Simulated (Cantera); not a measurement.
Feed: 1 mol Ca(OH)2, 0.99 mol H2O, 9.8 mol O2, held at 1273.15 K and 0.218 Torr.

Cantera equilibrium calculation (NASA polynomials, part measured and part estimated; ideal gas, pure solids and liquids). Candidate condensed phases: Ca, CaO, Ca(OH)2, H2O; 14 gas species. Kinetics and transport are ignored.

Base state: O2 0.831, H2O 0.169, OH 0.000107 (mole fractions); condensed: CaO(s).

Q: What changes in the equilibrium state with this change: Ca(OH)2 replaced by CsOH?

A: 
```
species        before     after
-----------  --------  --------
O2              0.831     0.831
CsOH                0    0.0844
H2O             0.169    0.0841
Cs                  0  0.000386
OH           0.000107   7.57e-5
CaO(s), mol      1.00         0
```
Further candidate phases: Cs, CsOH.
